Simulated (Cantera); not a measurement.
Charge: 1 mol SiH2Cl2, 3.5 mol N2, held at 6.98 Torr.

Equilibrium computed with Cantera from the NASA thermochemical tables; the gas is ideal and each condensed phase is pure. Candidate condensed phases: NH4Cl, Si, Si3N4; 28 gas species. N2 is the only nitrogen source here; it is nearly inert below about 1500 K, so the nitride shown seldom forms there in practice. Kinetics and transport are ignored.

Over these rows the condensed part is Si3N4(s). Partial pressures as log10 of bar:

```tsv
T (K)	1000/T (1/K)	log p SiCl2	log p N2	log p HCl	log p H2	log p SiCl4
850	1.1765	-10.23	-2.23	-2.68	-3.04	-3.34
950	1.0526	-8.42	-2.24	-2.65	-3.08	-3.38
1050	0.9524	-6.96	-2.24	-2.63	-3.11	-3.41
1150	0.8696	?	-2.24	-2.62	-3.13	-3.44
1250	0.8000	-4.77	-2.24	-2.61	-3.15	-3.49
1350	0.7407	-3.97	-2.24	-2.61	-3.15	-3.62
```

Question: Fit log p(SiCl2) = a + b·(1000/T) to the five rows, give the apparent enthalpy, and predict the row at 1150 K.

Answer: Means: 1000/T = 0.9444, log p = -6.870. Sxy = -1.842256, Sxx = 0.1279867, so b = -14.39 and a = -6.870 − (-14.39)×0.9444 = 6.72.
Apparent enthalpy: −19.145 × (-14.39) = 275 kJ/mol. With the condensed phases at unit activity, 1/6 Si3N4(s) + 1/2 SiCl4(g) = SiCl2(g) + 1/3 N2(g) links this pressure to the main gases: over the six rows their terms move log p by -0.14 in all, so the slope is close to that reaction's ΔH°. The five rows lie within 0.03 of the line.
Prediction at 1150 K: 6.72 + (-14.39)×0.8696 = -5.79. The computed value is -5.76, 0.03 from the line.
